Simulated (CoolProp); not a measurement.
Carbon monoxide along the isobar 1390 kPa: Z from the reference equation and from simpler models built on Tc = -140.3 °C, pc = 3498 kPa, ω = 0.050; each cubic takes its own stable root.

The numbers come from the reference Helmholtz-energy equation of state, Lemmon 2006 in CoolProp. It is a short technical equation, of lower accuracy than the large ones.

| T (°C) | phase | reference |
|---|---|---|
| -159.95 | liquid | 0.06595 |
| -153.95 | gas | 0.7789 |
| -148.05 | gas | 0.8168 |
| -142.15 | gas | 0.8450 |
| -136.15 | gas | 0.8675 |
| -130.25 | gas | 0.8854 |
| -124.35 | gas | 0.9001 |
| -118.35 | gas | 0.9126 |
| -112.45 | gas | 0.9230 |
| -106.45 | gas | 0.9320 |
| -100.55 | gas | 0.9396 |
| -94.65 | gas | 0.9463 |
| -88.65 | gas | 0.9522 |
| -82.75 | gas | 0.9573 |
| -76.85 | gas | 0.9618 |
| -70.85 | gas | 0.9659 |

### Question
How far does each simpler model (van der Waals, Redlich-Kwong, Soave-Redlich-Kwong, Peng-Robinson) lie from the reference over these 16 states: mean and median of the absolute difference, and the worst?

### Answer
- van der Waals: mean 69.3 %, median 0.6 %, worst +1092.4 % at -159.95 °C and 1390 kPa
- Redlich-Kwong: mean 0.6 %, median 0.2 %, worst +6.1 % at -159.95 °C and 1390 kPa
- Soave-Redlich-Kwong: mean 0.5 %, median 0.2 %, worst +5.6 % at -159.95 °C and 1390 kPa
- Peng-Robinson: mean 1.7 %, median 1.4 %, worst -6.8 % at -159.95 °C and 1390 kPa

At some of these states van der Waals gives the other phase, because its saturation line lies elsewhere.
